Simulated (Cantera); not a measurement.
An isothermal, constant-pressure homogeneous reactor starts with H₂ : O₂ : N₂ = 0.0098 : 1 : 0.18 (molar parts), equivalence ratio 0.0049, at 1200 K and 20.0 Torr.

Model: GRI-Mech 3.0 (53 species, 325 reactions), integrated in Cantera. Radical loss at walls, strong at low pressure, is not modelled.

One state of this run: x H₂ = 0.000104; x O₂ = 0.833; x NO = 1.19e-9; x HO₂ = 1.76e-6; x NO₂ = <1e-12; x H₂O₂ = 4.68e-8. x: mole fraction; the columns are a selection and need not sum to one.

Question: Which value of t (s) does it belong to?
A) 30.0
B) 2.80
C) 0.857
D) 0.00749

Answer: D, 0.00749
